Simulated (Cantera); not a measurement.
Cantera run:

```python
import numpy as np
import cantera as ct

gas_names = """
    H HNO HNO2 HNO3 HO2 H2 H2O H2O2 N NH NH2 NH3 NH2OH NO NO2 NO3 N2 N2H2 N2H4 N2O O OH O2 O3 Si SiH
    SiH2 SiH3 SiH4 SiN SiO SiO2 Si2 Si2N Si3
""".split()
cond_names = """
    H2O(s) H2O(L) Si(cr) Si(L) SiO2(Lqz) SiO2(hqz) SiO2(L) Si2N2O(s) Si3N4(a)
""".split()


# ... load() reads the species with a 1 bar reference pressure and builds the phases ...
atoms = {
    'SiH4': {'Si': 1, 'H': 4},
    'N2O': {'N': 2, 'O': 1},
    'N2': {'N': 2},
    'O3': {'O': 3},
}
top_T = {'Si2N2O(s)': 2100, 'Si3N4(a)': 2400}  # K; cautious upper limits of use, not melting points


# ... equilibrate(T, P, feed) seeds the gas with the atoms and calls Mixture.equilibrate('TP', solver="vcs", rtol=1e-11, max_steps=5000) ...
results = []
T = 825  # K
P = 100000  # Pa
for m in [0.45, 0.75, 1.3, 2.1, 3.5, 5.8, 9.6, 16, 27, 45]:
    feed = {'SiH4': 1, 'N2O': m, 'N2': 170, 'O3': 0.61}  # mol
    mix = equilibrate(T, P, feed)
    results.append((T, P, feed, dict(zip(mix.species_names, mix.species_moles))))
    x = sorted(zip(gas.X, gas.species_names), reverse=True)
    print(f"T = {T:g} K  P = {P:g} Pa  n(N2O) = {m:g} mol  gas = {mix.phase_moles(0):.4g} mol")
    print("   x: " + "  ".join(f"{s} {v:.3e}" for v, s in x if v > 0.001))
    print("   condensed (mol): " + ("  ".join(f"{mix.phase(i).name} {mix.phase_moles(i):.4g}"
          for i in range(1, mix.n_phases) if mix.phase_moles(i) > 1e-12) or "none"))
```

Result:

```
T = 825 K  P = 100000 Pa  n(N2O) = 0.45 mol  gas = 172.4 mol
   x: N2 9.884e-01  H2 9.970e-03  H2O 1.624e-03
   condensed (mol): SiO2(Lqz) 1
T = 825 K  P = 100000 Pa  n(N2O) = 0.75 mol  gas = 172.7 mol
   x: N2 9.884e-01  H2 8.217e-03  H2O 3.357e-03
   condensed (mol): SiO2(Lqz) 1
T = 825 K  P = 100000 Pa  n(N2O) = 1.3 mol  gas = 173.3 mol
   x: N2 9.885e-01  H2O 6.520e-03  H2 5.019e-03
   condensed (mol): SiO2(Lqz) 1
T = 825 K  P = 100000 Pa  n(N2O) = 2.1 mol  gas = 174.1 mol
   x: N2 9.885e-01  H2O 1.109e-02
   condensed (mol): SiO2(Lqz) 1
T = 825 K  P = 100000 Pa  n(N2O) = 3.5 mol  gas = 176.2 mol
   x: N2 9.849e-01  H2O 1.135e-02  O2 3.775e-03
   condensed (mol): SiO2(Lqz) 1
T = 825 K  P = 100000 Pa  n(N2O) = 5.8 mol  gas = 179.6 mol
   x: N2 9.788e-01  H2O 1.113e-02  O2 1.010e-02
   condensed (mol): SiO2(Lqz) 1
T = 825 K  P = 100000 Pa  n(N2O) = 9.6 mol  gas = 185.3 mol
   x: N2 9.692e-01  O2 2.005e-02  H2O 1.079e-02
   condensed (mol): SiO2(Lqz) 1
T = 825 K  P = 100000 Pa  n(N2O) = 16 mol  gas = 194.9 mol
   x: N2 9.543e-01  O2 3.548e-02  H2O 1.026e-02
   condensed (mol): SiO2(Lqz) 1
T = 825 K  P = 100000 Pa  n(N2O) = 27 mol  gas = 211.4 mol
   x: N2 9.318e-01  O2 5.872e-02  H2O 9.460e-03
   condensed (mol): SiO2(Lqz) 1
T = 825 K  P = 100000 Pa  n(N2O) = 45 mol  gas = 238.4 mol
   x: N2 9.018e-01  O2 8.982e-02  H2O 8.389e-03
   condensed (mol): SiO2(Lqz) 1
```

Cantera equilibrium calculation (NASA polynomials, part measured and part estimated; ideal gas, pure solids and liquids).
